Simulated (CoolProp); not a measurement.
Vapour-liquid equilibrium of R125 (1) + R245fa (2) at 0.258 bar; x and y are mole fractions of (1).

The numbers come from the multi-fluid Helmholtz-energy mixture model, Lemmon 2005 and Akasaka 2015; pair parameters Bell 2016 in CoolProp.

| x | bubble temperature, mixture model (K) | bubble temperature, Raoult's law (K) | y, mixture model | y, Raoult's law |
|---|---|---|---|---|
| 0.05 | 244.6 | 246.5 | 0.551 | 0.505 |
| 0.15 | 229.5 | 232.1 | 0.846 | 0.821 |
| 0.25 | 221.4 | 223.6 | 0.923 | 0.913 |
| 0.35 | 216.2 | 217.9 | 0.955 | 0.952 |
| 0.45 | 212.5 | 213.6 | 0.971 | 0.971 |
| 0.55 | 209.5 | 210.2 | 0.981 | 0.982 |
| 0.65 | 207.1 | 207.5 | 0.988 | 0.989 |
| 0.75 | 205.0 | 205.2 | 0.992 | 0.994 |
| 0.85 | 203.2 | 203.2 | 0.996 | 0.997 |
| 0.95 | 201.5 | 201.5 | 0.999 | 0.999 |

The largest gap from Raoult's law is -2.6 K in bubble temperature, at x = 0.15. No azeotrope shows between x = 0.05 and 0.95.

Pair parameters are fitted to limited data, so mixtures are less certain than the pure fluids.
